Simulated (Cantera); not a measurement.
Cantera run, input and output.

```python
import numpy as np
import cantera as ct

gas = ct.Solution("gri30.yaml")


def delay(T, t_max=10):
    gas.TPX = T, 100000, {'H2': 1, 'O2': 0.357, 'N2': 1.34}
    reactor = ct.IdealGasConstPressureReactor(gas, clone=False)
    net = ct.ReactorNet([reactor])
    net.rtol, net.atol = 1e-8, 1e-16
    while net.time < t_max:
        t_old, T_old = net.time, reactor.T
        net.step()
        if reactor.T > T + 400:  # ignition: a rise of 400 K
            return t_old + (T + 400 - T_old) / (reactor.T - T_old) * (net.time - t_old)
    return np.nan


taus = []
for T in [850, 925, 1000, 1075, 1150, 1225]:
    taus.append(delay(T))
    print(f"T0 = {T:6g} K   tau = {taus[-1]:.4e} s")
```

Result:

```
T0 =    850 K   tau = 1.6035e+00 s
T0 =    925 K   tau = 5.6408e-02 s
T0 =   1000 K   tau = 3.3577e-04 s
T0 =   1075 K   tau = 1.1673e-04 s
T0 =   1150 K   tau = 6.5235e-05 s
T0 =   1225 K   tau = 4.2742e-05 s
```

Cantera simulation using GRI-Mech 3.0 (53 species, 325 reactions); the numbers are that mechanism's predictions, not measurements. Below about 950 K walls govern HO2 and H2O2 in real vessels.
